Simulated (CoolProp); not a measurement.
Properties of vinyl chloride along the isobar 0.153 MPa (Tc = 425.0 K, pc = 5.600 MPa, ω = 0.160).

Values from CoolProp's reference Helmholtz-energy equation of state, Thol 2022.

| T (K) | phase | Z | cp (kJ/(kg K)) | isothermal compressibility (1/MPa) | expansivity (1/kK) |
|---|---|---|---|---|---|
| 231.1 | liquid | 0.004881 | 1.473 | 0.001136 | 1.712 |
| 256 | liquid | 0.004603 | 1.478 | 0.001474 | 1.813 |
| 280.8 | gas | 0.9659 | 0.8624 | 6.776 | 3.986 |
| 305.7 | gas | 0.9743 | 0.8992 | 6.713 | 3.555 |
| 330.5 | gas | 0.9800 | 0.9387 | 6.672 | 3.225 |
| 355.4 | gas | 0.9842 | 0.9792 | 6.643 | 2.958 |
| 380.3 | gas | 0.9873 | 1.019 | 6.621 | 2.738 |
| 405.1 | gas | 0.9896 | 1.059 | 6.605 | 2.552 |
| 430 | gas | 0.9914 | 1.097 | 6.593 | 2.391 |
